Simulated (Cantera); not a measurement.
Feed: 1 mol PbO, 0.034 mol O2, 1 mol H2, at 3.60 mbar.

Cantera equilibrium calculation (NASA polynomials, part measured and part estimated; ideal gas, pure solids and liquids). Candidate condensed phases: H2O, Pb, PbO, PbO2, Pb3O4; 12 gas species. Kinetics and transport are ignored. All values below are at 702 °C.

Base state: H2O 0.997, Pb 0.00255, H2 0.000134, PbO 3.60e-5 (mole fractions); condensed: Pb(l) + PbO(yellow).

### Question
What changes in the equilibrium state with this change: O2 from 0.034 to 0.81 mol?

### Answer
```
species             before    after
----------------  --------  -------
H2O                  0.997    0.763
O2                   <1e-9    0.237
PbO                3.60e-5  3.60e-5
Pb                 0.00255  2.64e-8
H2                0.000134  1.06e-9
Pb(l), mol           0.929        0
PbO(yellow), mol    0.0681    1.000
```
